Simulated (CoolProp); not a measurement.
Saturation properties of CHF3 (R23).

Computed with CoolProp (reference Helmholtz-energy equation of state, Penoncello 2003).

```json
[
 {"T (°C)": "-53.65", "p (MPa)": "0.4116", "surface tension (mN/m)": "11.6", "liquid conductivity (mW/(m K))": "113"},
 {"T (°C)": "-44.85", "p (MPa)": "0.5878", "surface tension (mN/m)": "10.0", "liquid conductivity (mW/(m K))": "107"},
 {"T (°C)": "-36.15", "p (MPa)": "0.8130", "surface tension (mN/m)": "8.48", "liquid conductivity (mW/(m K))": "102"},
 {"T (°C)": "-27.35", "p (MPa)": "1.101", "surface tension (mN/m)": "6.98", "liquid conductivity (mW/(m K))": "96.4"},
 {"T (°C)": "-18.65", "p (MPa)": "1.455", "surface tension (mN/m)": "5.55", "liquid conductivity (mW/(m K))": "90.9"},
 {"T (°C)": "-9.95", "p (MPa)": "1.888", "surface tension (mN/m)": "___", "liquid conductivity (mW/(m K))": "85.4"},
 {"T (°C)": "-1.15", "p (MPa)": "___", "surface tension (mN/m)": "2.90", "liquid conductivity (mW/(m K))": "___"},
 {"T (°C)": "7.55", "p (MPa)": "3.046", "surface tension (mN/m)": "1.74", "liquid conductivity (mW/(m K))": "72.8"}
]
```

Problem. Fill in the missing entries.

Solution. 
- -9.95, surface tension (mN/m): 4.19
- -1.15, p (MPa): 2.418
- -1.15, liquid conductivity (mW/(m K)): 79.4

It boils at -82.0 °C under 1 atm.

Thermal conductivity comes from a separate model (Shan 2000). Surface tension comes from a separate correlation (Mulero 2012).
